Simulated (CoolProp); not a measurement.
Vapour-liquid equilibrium of n-butane (1) + R113 (2) at 40.25 °C; x and y are mole fractions of (1).

Values from CoolProp's multi-fluid Helmholtz-energy mixture model, Bücker 2006 and Marx 1992; pair parameters Bell 2016.

Problem. Give the bubble pressure and the first vapour's composition at x = 0.2, 0.8, 0.95. Is there an azeotrope?

Solution. x = 0.2: 0.1517 MPa, y = 0.566; x = 0.8: 0.3253 MPa, y = 0.934; x = 0.95: 0.3668 MPa, y = 0.984. No azeotrope shows between x = 0.05 and 0.95.

The pair parameters rest on a limited set of measurements; away from them the model extrapolates.
